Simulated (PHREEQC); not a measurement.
A column of 0.5 m (40 cells, dispersivity 0.025 m, 60 s a shift, diffusion coefficient 3e-10 m²/s) holds 0.094 eq of the database's cation exchanger X per kg of pore water, first in equilibrium with 0.45 mmol/kgw Na2SO4, 4.8 mmol/kgw ZnSO4 and 0.01 mmol/kgw HCl. It is flushed with 0.049 mol CdCl2 and 1e-05 mol HCl per kg of water, at 15 °C. Values are for the last cell. No CO2 enters from the air. Precipitation was switched off in this run.

The numbers come from PHREEQC with the ion-association model, phreeqc.dat.

```csv
pore volumes,Cd in solution (mol/kgw),S in solution (mol/kgw),Na in solution (mol/kgw)
0,0,0.00525,0.000900
0.2625,0,0.00525,0.000900
0.5125,2.65e-14,0.00514,0.000981
0.7625,5.64e-5,0.00401,[?]
1.012,0.00488,0.00222,0.00102
1.262,[?],0.000958,0.000590
1.512,0.0241,0.000355,0.000297
1.762,0.0299,0.000120,0.000139
2.013,0.0338,3.79e-5,6.18e-5
2.263,0.0366,1.16e-5,2.67e-5
2.513,0.0388,3.43e-6,1.13e-5
2.763,0.0405,1.00e-6,4.74e-6
3.013,[?],2.88e-7,[?]
3.263,0.0430,8.19e-8,8.04e-7
3.513,0.0440,2.32e-8,[?]
3.763,0.0448,6.52e-9,1.33e-7
4.013,0.0455,1.83e-9,5.39e-8
```

Problem. Fill in the missing entries.

Solution. 
- 0.7625, Na in solution (mol/kgw): 0.00129
- 1.262, Cd in solution (mol/kgw): 0.0154
- 3.013, Cd in solution (mol/kgw): 0.0419
- 3.013, Na in solution (mol/kgw): 1.96e-6
- 3.513, Na in solution (mol/kgw): 3.28e-7

Species that the database lacks are ignored.
